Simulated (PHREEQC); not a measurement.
Consider water at 25 °C with 0.0052 mol ZnSO4, 6.6e-05 mol CuCl2, 5e-05 mol NaF and 0.001 mol NaCl per kg of water. Closed to the air; pH follows from the charge balance.

Model: ion-association model, wateq4f.dat, run in PHREEQC.

```csv
quantity,before,after
pH,5.76,5.33
ionic strength (mol/kgw),0.0167,0.0159
ZnSO4 (mol/kgw),0.00128,0.00145
Zn(SO4)2-2 (mol/kgw),4.04e-5,3.34e-5
CuSO4 (mol/kgw),1.47e-5,1.63e-5
NaSO4- (mol/kgw),1.20e-5,1.39e-5
SI of Tenorite (CuO),-0.60,-0.18
```

Q: What was changed between the two runs?
A. temperature from 25 to 90 °C
B. temperature from 25 to 65 °C
C. NaF from 5e-05 to 0.00025 mol/kgw
D. NaF left out

A: B, temperature from 25 to 65 °C

No solid was allowed to form. Away from 25 °C the constants follow the database's enthalpies or fits; those with neither stay at their 25 °C values.
